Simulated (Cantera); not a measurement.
Input: 1 mol CO, 0.026 mol H2O, held at 1 atm.

These are equilibrium values from Cantera (NASA tables, ideal gas, pure condensed phases), not measurements of a reactor. Candidate condensed phases: C, C6H6, C7H8, C8H18, H2O; 110 gas species. Kinetics and transport are ignored.

Question: What share of the C ends up in condensed phases as a function of T (K), at 500, 550, 600, 650, 700, 750, 800, 850, 900, 950?

Answer: 
```tsv
T (K)	C condensed (%)	as
500	50.0	C(graphite)
550	49.9	C(graphite)
600	49.9	C(graphite)
650	49.7	C(graphite)
700	49.4	C(graphite)
750	48.6	C(graphite)
800	47.0	C(graphite)
850	43.9	C(graphite)
900	38.6	C(graphite)
950	30.6	C(graphite)
```
